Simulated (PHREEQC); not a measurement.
## Arsenic or selenium liquor

Consider water at 25 °C with 0.34 mmol/kgw H2SeO3, 7.1 mmol/kgw HCl and 0.45 mmol/kgw FeCl3. It is in equilibrium with CO2 at log p = -3.4 (atm). Otherwise closed; pH follows from the charge balance.

The numbers come from PHREEQC with the ion-association model, wateq4f.dat.

Each row changes one thing in this solution. No solid was allowed to form.

```
case                                        pH  ionic strength (mol/kgw)  Fe+3 (mol/kgw)  FeOH+2 (mol/kgw)  FeCl+2 (mol/kgw)  Fe(OH)2+ (mol/kgw)  SI of Goethite (FeOOH)  SI of Hematite (Fe2O3)
----------------------------------------  ----  ------------------------  --------------  ----------------  ----------------  ------------------  ----------------------  ----------------------
as made                                   2.17                   0.00943        0.000245          0.000157           3.76e-5             5.76e-6                   +3.56                   +9.13
diluted 5-fold with water                 2.83                   0.00184         1.71e-5           6.03e-5           6.69e-7             1.17e-5                   +4.55                  +11.11
diluted 10-fold with water                3.12                  0.000911         4.04e-6           2.93e-5           8.52e-8             1.15e-5                   +4.84                  +11.68
HCl replaced by KCl at the same molality  3.16                   0.00915         4.53e-5          0.000285           7.00e-6            0.000102                   +5.80                  +13.61
temperature from 25 to 55 °C              2.16                   0.00911         9.42e-5          0.000290           3.35e-5             2.88e-5                   +4.07                  +10.28
H2SeO3 left out                           2.18                   0.00935        0.000244          0.000158           3.75e-5             5.86e-6                   +3.57              (withheld)
temperature from 25 to 45 °C              2.17                   0.00920        0.000135          0.000255           3.70e-5             1.86e-5                   +3.94                   +9.98
diluted 2-fold with water                 2.46                   0.00467         8.81e-5          0.000119           7.62e-6          (withheld)                   +4.05                  +10.11
diluted 100-fold with water               4.09                   8.88e-5         1.21e-8           9.09e-7          2.90e-11             3.57e-6                   +5.31                  +12.62
```

Some entries are withheld; supply them.


- H2SeO3 left out, SI of Hematite (Fe2O3): +9.15
- diluted 2-fold with water, Fe(OH)2+ (mol/kgw): 9.02e-6

Some of these states are supersaturated (in Hematite (slow to form), Goethite (slow to form), for instance). At this temperature some constants are extrapolated from 25 °C, and those without enthalpy data are left unchanged.
